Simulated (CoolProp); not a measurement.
Saturated liquid density (kg/m³) of carbon dioxide: the reference equation beside estimates from Tc = 304.1 K, pc = 7.377 MPa, ω = 0.224.

Computed with CoolProp (reference Helmholtz-energy equation of state, Span 1996).

| T (K) | reference | van der Waals | Redlich-Kwong | Soave-Redlich-Kwong | Peng-Robinson |
|---|---|---|---|---|---|
| 241.8 | 1081 | 665.7 | 942.1 | 982.2 | 1115 |
| 247.1 | 1059 | 651.6 | 916.8 | 956.8 | 1086 |
| 252.4 | 1035 | 636.8 | 890.2 | 929.8 | 1055 |
| 257.8 | 1010 | 620.9 | 861.5 | 900.6 | 1022 |
| 263.1 | 983.2 | 604.3 | 831.7 | 869.8 | 986.7 |
| 268.4 | 954.8 | 586.6 | 799.9 | 836.7 | 948.5 |
| 273.8 | 923.5 | 567.1 | 765.0 | 800.0 | 906.0 |
| 279.1 | 889.7 | 546.2 | 727.8 | 760.5 | 859.9 |
| 284.4 | 851.7 | 522.9 | 686.7 | 716.4 | 808.2 |
| 289.8 | 806.5 | 495.8 | 639.2 | 665.0 | 747.5 |
| 295.1 | 751.4 | 463.6 | 583.7 | 604.4 | 675.8 |

Absolute difference from the reference over all 11 rows, mean and median: van der Waals 38.5 and 38.5 %, Redlich-Kwong 16.8 and 16.2 %, Soave-Redlich-Kwong 13.1 and 12.4 %, Peng-Robinson 3.4 and 2.5 %.
